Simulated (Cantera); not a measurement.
Moist CO burnout

An isothermal, constant-pressure homogeneous reactor starts with CO : O2 : H2O : N2 = 0.0048 : 0.13 : 0.034 : 1 (molar parts), at 1350 K and 4580 Torr.

Model: GRI-Mech 3.0 (53 species, 325 reactions), integrated in Cantera.

```
t (s)         x CO   x O2   x H2O     x OH       x H     x H2      x O
--------  --------  -----  ------  -------  --------  -------  -------
0.000300   0.00379  0.111  0.0291  5.59e-5   1.20e-6  6.46e-6  2.47e-5
0.000902   0.00192  0.110  0.0291  5.72e-5   6.86e-7  6.98e-6  1.72e-5
0.00271   0.000464  0.110  0.0291  3.50e-5   1.04e-7  1.62e-6  4.25e-6
0.00815    5.01e-5  0.109  0.0291  1.62e-5   5.86e-9  1.90e-7  6.13e-7
0.0245     2.75e-6  0.109  0.0291  7.14e-6  2.63e-10  1.85e-8  1.03e-7
0.0736     2.03e-8  0.109  0.0291  5.43e-6  8.56e-11  7.46e-9  5.83e-8
0.221      2.03e-9  0.109  0.0291  5.37e-6  8.33e-11  7.33e-9  5.69e-8
0.665      2.03e-9  0.109  0.0291  5.37e-6  8.32e-11  7.33e-9  5.69e-8
2.00       2.03e-9  0.109  0.0291  5.37e-6  8.32e-11  7.33e-9  5.69e-8
```
x: mole fraction; the columns are a selection and need not sum to one.

Equilibrium at this temperature and pressure: CO 2.04e-9, O2 0.109, H2O 0.0291, OH 5.37e-6, H 8.32e-11, H2 7.34e-9, O 5.68e-8 (gas phase only).
